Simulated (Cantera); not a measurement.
Charge: 1 mol Al, 4.8 mol Cl2, 0.54 mol BCl3, equilibrated at 873.15 K and 0.130 bar.

Equilibrium computed with Cantera from the NASA thermochemical tables; the gas is ideal and each condensed phase is pure. Candidate condensed phases: Al, AlCl3, B; 13 gas species. Equilibrium is a limit: real reactors are often held back by kinetics, nucleation or transport.

Base state: Cl2 0.684, AlCl3 0.200, BCl3 0.112, Al2Cl6 0.00392, Cl 0.000102 (mole fractions); condensed: gas only.

What changes in the equilibrium state with this change: BCl3 from 0.54 to 3.4 mol?


```tsv
species	before	after
BCl3	0.112	0.442
Cl2	0.684	0.429
AlCl3	0.200	0.127
Al2Cl6	0.00392	0.00159
Cl	0.000102	8.07e-5
```
